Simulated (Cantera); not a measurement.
A perfectly stirred reactor is fed with CO : H2 : CH4 : O2 : N2 = 1 : 0.66 : 0.27 : 1.9 : 7.15 (molar parts), equivalence ratio 0.72, at 10.0 bar; it is adiabatic with a 325 K inlet, and is followed from long to short residence time, starting on the burning branch (τ in s: 0.21, 0.057, 0.016, 0.0043, 0.0012, 0.00032, 8.7e-05, 2.4e-05, 6.5e-06).

Model: GRI-Mech 3.0 (53 species, 325 reactions), integrated in Cantera.

Task: Predict: blow-out, bracketed by the residence times tried; x(CO) at τ = 0.210 s; x(H2) at τ = 0.210 s; x(CH4) at τ = 0.210 s; x(NO) at τ = 0.210 s; x(CH2) at τ = 0.210 s; x(CO) at τ = 1.20 ms; x(H2) at τ = 1.20 ms; x(CH4) at τ = 1.20 ms; x(NO) at τ = 1.20 ms; x(CH2) at τ = 1.20 ms.

Result: 
```
Item                                                                          Result
------------------------------------------------  ----------------------------------
blow-out, bracketed by the residence times tried  burning at 87.0 µs, out at 24.0 µs
x(CO) at τ = 0.210 s                                                        0.000419
x(H2) at τ = 0.210 s                                                         7.96e-5
x(CH4) at τ = 0.210 s                                                        2.11e-7
x(NO) at τ = 0.210 s                                                         0.00135
x(CH2) at τ = 0.210 s                                                        1.36e-9
x(CO) at τ = 1.20 ms                                                         0.00327
x(H2) at τ = 1.20 ms                                                        0.000425
x(CH4) at τ = 1.20 ms                                                        1.67e-5
x(NO) at τ = 1.20 ms                                                         5.63e-5
x(CH2) at τ = 1.20 ms                                                        1.78e-7
```
